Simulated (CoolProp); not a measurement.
R245ca along the isotherm 364.8 K: Z from the reference equation and from simpler models built on Tc = 447.6 K, pc = 3.941 MPa, ω = 0.355; each cubic takes its own stable root.

Model: reference Helmholtz-energy equation of state, Zhou 2016, in CoolProp.

| p (MPa) | phase | reference | van der Waals | Redlich-Kwong | Soave-Redlich-Kwong |
|---|---|---|---|---|---|
| 0.0312 | gas | 0.9943 | 0.9962 | 0.9952 | 0.9947 |
| 0.064 | gas | 0.9882 | 0.9921 | 0.9901 | 0.9890 |
| 0.131 | gas | 0.9756 | 0.9838 | 0.9795 | 0.9773 |
| 0.27 | gas | 0.9485 | 0.9660 | 0.9570 | 0.9522 |
| 0.554 | gas | 0.8882 | 0.9275 | 0.9082 | 0.8972 |
| 1.14 | liquid | 0.04192 | 0.8364 | 0.04989 | 0.04647 |
| 2.34 | liquid | 0.08552 | 0.1415 | 0.1005 | 0.09430 |
| 4.8 | liquid | 0.1734 | 0.2771 | 0.2001 | 0.1895 |
| 9.85 | liquid | 0.3490 | 0.5371 | 0.3922 | 0.3764 |

At some of these states van der Waals gives the other phase, because its saturation line lies elsewhere.
